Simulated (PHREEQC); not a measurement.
A column of 0.1 m (40 cells, dispersivity 0.008 m, 300 s a shift, diffusion coefficient 3e-10 m²/s) holds 0.062 eq of the database's cation exchanger X per kg of pore water, first in equilibrium with 0.0025 mol/kgw KBr and 1e-05 mol/kgw HCl. It is flushed with 0.084 mol CaCl2, 0.00061 mol ZnSO4 and 1e-05 mol HCl per kg of water, at 15 °C. Values are for the last cell. No CO2 enters from the air. Nothing may precipitate in this run.

The series has 31 steps of pore volumes, from 0 to 3.013.

All values are PHREEQC results (ion-association model, phreeqc.dat), not measurements.

Problem. After how many pore volumes does Ca at the outlet first reach half of its feed value?

Solution. By 1.3 pore volumes.

Problem. After how many pore volumes does S at the outlet first reach half of its feed value?

Solution. By 1.0 pore volumes.

Problem. After how many pore volumes does Zn at the outlet first reach half of its feed value?

Solution. By 1.3 pore volumes.

Species that the database lacks are ignored.
